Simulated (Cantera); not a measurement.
Input: 1 mol SiHCl3, 0.21 mol Cl2, 11 mol H2, held at 1.00 Torr.

Equilibrium computed with Cantera from the NASA thermochemical tables; the gas is ideal and each condensed phase is pure. Candidate condensed phases: Si; 19 gas species. The tables' values for SiCl3 are old estimates; treat these amounts as uncertain. Kinetics and transport are ignored. All values below are at 1300 K.

Base state: H2 0.808, HCl 0.131, SiCl2 0.0566, SiCl3 0.00334, SiCl4 0.00117, SiHCl3 0.000329, H 2.72e-5, SiH2Cl2 1.30e-5 (mole fractions); condensed: Si(s).

Question: What changes in the equilibrium state with this change: H2 from 11 to 4.2 mol?

Answer: 
| species | before | after |
|---|---|---|
| H2 | 0.808 | 0.647 |
| HCl | 0.131 | 0.195 |
| SiCl2 | 0.0566 | 0.136 |
| SiCl3 | 0.00334 | 0.0134 |
| SiCl4 | 0.00117 | 0.00779 |
| SiHCl3 | 0.000329 | 0.00118 |
| SiH2Cl2 | 1.30e-5 | 2.51e-5 |
| H | 2.72e-5 | 2.44e-5 |
| Si(s), mol | 0.191 | 0 |

Question: What changes in the equilibrium state with this change: pressure from 1.00 Torr to 120 Torr?

Answer: 
| species | before | after |
|---|---|---|
| H2 | 0.808 | 0.854 |
| HCl | 0.131 | 0.0837 |
| SiCl2 | 0.0566 | 0.0219 |
| SiCl4 | 0.00117 | 0.0210 |
| SiH3Cl | 1.45e-7 | 1.18e-5 |
| SiH2Cl2 | 1.30e-5 | 0.000639 |
| Si(s), mol | 0.191 | 0.209 |
